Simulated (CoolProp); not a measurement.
The fluid at 298.15 K and 9.51 MPa is throttled through a valve to 4.43 MPa with no heat exchange. The same conditions are run with several fluids, on thermodynamics alone (safety and materials aside).

The numbers come from the reference Helmholtz-energy equation of state of each fluid (carbon dioxide: Span 1996; propylene glycol: Eisenbach 2021; cis-2-butene: Lemmon 2005; R1233zd(E): Akasaka 2022; nitrous oxide: Lemmon 2006) in CoolProp.

Question: Rank carbon dioxide, propylene glycol, cis-2-butene, R1233zd(E), nitrous oxide by temperature change (K), highest first.

Answer: cis-2-butene (+1.7), R1233zd(E) (+1.6), propylene glycol (+1.5), nitrous oxide (-10.7), carbon dioxide (-15.7)

```
fluid                                  final phase  final density (kg/m³)
----------------  --------------------------------  ---------------------
carbon dioxide    two-phase, vapour fraction 0.169                    447
propylene glycol                            liquid                   1030
cis-2-butene                                liquid                    620
R1233zd(E)                                  liquid                   1270
nitrous oxide     two-phase, vapour fraction 0.095                    549
```
